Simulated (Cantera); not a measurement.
Feed: 1 mol CsOH, 0.017 mol H₂O, held at 2125 K and 0.188 Torr.

Equilibrium computed with Cantera from the NASA thermochemical tables; the gas is ideal and each condensed phase is pure. Candidate condensed phases: Cs, CsOH, H₂O; 15 gas species. Rates play no part.

Base state: Cs 0.507, H₂O 0.201, O₂ 0.121, H 0.0368, O 0.0364, OH 0.0358, CsOH 0.0354, H₂ 0.0256 (mole fractions); condensed: gas only.

Q: What changes in the equilibrium state with this change: temperature from 2125 K to 973.15 K?

A: 
```
species     before     after
--------  --------  --------
CsOH        0.0354     0.980
H₂O          0.201    0.0169
Cs₂(OH)₂     <1e-9   0.00246
Cs           0.507  0.000259
H           0.0368     <1e-9
O           0.0364     <1e-9
H₂          0.0256   5.10e-9
OH          0.0358   2.90e-8
O₂           0.121   6.46e-5
CsO       0.000432   1.25e-8
```

Q: What changes in the equilibrium state with this change: temperature from 2125 K to 1148.15 K?

A: 
| species | before | after |
|---|---|---|
| CsOH | 0.0354 | 0.973 |
| H₂O | 0.201 | 0.0195 |
| Cs | 0.507 | 0.00581 |
| H | 0.0368 | 1.66e-9 |
| O | 0.0364 | 1.92e-8 |
| H₂ | 0.0256 | 1.34e-7 |
| OH | 0.0358 | 1.45e-6 |
| O₂ | 0.121 | 0.00145 |
| Cs₂(OH)₂ | <1e-9 | 9.22e-5 |
| CsO | 0.000432 | 1.03e-6 |
